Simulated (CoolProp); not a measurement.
Vapour-liquid equilibrium of R22 (1) + R115 (2) at 230.4 K; x and y are mole fractions of (1).

The numbers come from the multi-fluid Helmholtz-energy mixture model, Kamei 1995 and Lemmon 2016; pair parameters Bell 2016 in CoolProp.

```tsv
x	bubble pressure, mixture model (MPa)	bubble pressure, Raoult's law (MPa)	y, mixture model	y, Raoult's law
0.05	0.09519	0.08659	(withheld)	0.053
0.2	0.1080	0.08752	0.315	0.211
0.35	0.1121	0.08844	0.406	0.366
0.5	(withheld)	0.08936	0.485	0.517
0.65	0.1108	0.09029	(withheld)	0.666
0.8	(withheld)	0.09121	0.716	0.811
0.95	0.09611	0.09213	(withheld)	0.953
```

### Question
What belongs in the gaps?

### Answer

- 0.05, y, mixture model: 0.132
- 0.5, bubble pressure, mixture model (MPa): 0.1129
- 0.65, y, mixture model: 0.580
- 0.8, bubble pressure, mixture model (MPa): 0.1053
- 0.95, y, mixture model: 0.915

The largest gap from Raoult's law is +26.8 % in bubble pressure, at x = 0.35. y crosses x between x = 0.35 and 0.5: the model has an azeotrope there.

Pair parameters are fitted to limited data, so mixtures are less certain than the pure fluids.
